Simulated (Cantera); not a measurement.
A closed system holds: 1 mol C2F6, 0.021 mol CH4, equilibrated at 1.90 Pa.

Equilibrium computed with Cantera from the NASA thermochemical tables; the gas is ideal and each condensed phase is pure. Candidate condensed phases: C, C6H6, C7H8, C8H18; 95 gas species. The feed counts by its element totals alone. Gases not in the tables: C2F6 and larger saturated fluorocarbons. Rates play no part.

What share of the C ends up in condensed phases as a function of T (K), at 1698, 1748, 1798, 1848, 1898, 1948, 1998, 2048?


| T (K) | C condensed (%) | as |
|---|---|---|
| 1698 | 24.4 | C(graphite) |
| 1748 | 23.3 | C(graphite) |
| 1798 | 22.8 | C(graphite) |
| 1848 | 25.9 | C(graphite) |
| 1898 | 36.5 | C(graphite) |
| 1948 | 51.9 | C(graphite) |
| 1998 | 65.8 | C(graphite) |
| 2048 | 76.2 | C(graphite) |
